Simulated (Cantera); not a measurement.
A closed system holds: 1 mol TiCl4, 2.6 mol O2, held at 1775 K and 10.0 Torr.

Cantera equilibrium calculation (NASA polynomials, part measured and part estimated; ideal gas, pure solids and liquids). The numbers say what is thermodynamically allowed, not how fast it happens.

```
species              before     after
-----------------  --------  --------
Cl                    0.628     0.686
O2                    0.304     0.291
Cl2                  0.0668    0.0212
TiOCl2              4.29e-5  0.000101
TiCl4               7.78e-5   2.00e-5
O                  0.000457   0.00169
ClO                0.000728  0.000684
TiO2(rutile), mol     0.999     0.999
```
Gas species are given as mole fractions.

Name the change that produced these shifts.
A. temperature from 1775 K to 1298 K
B. temperature from 1775 K to 1923 K
C. temperature from 1775 K to 1198.15 K
D. temperature from 1775 K to 1423.15 K

B, temperature from 1775 K to 1923 K
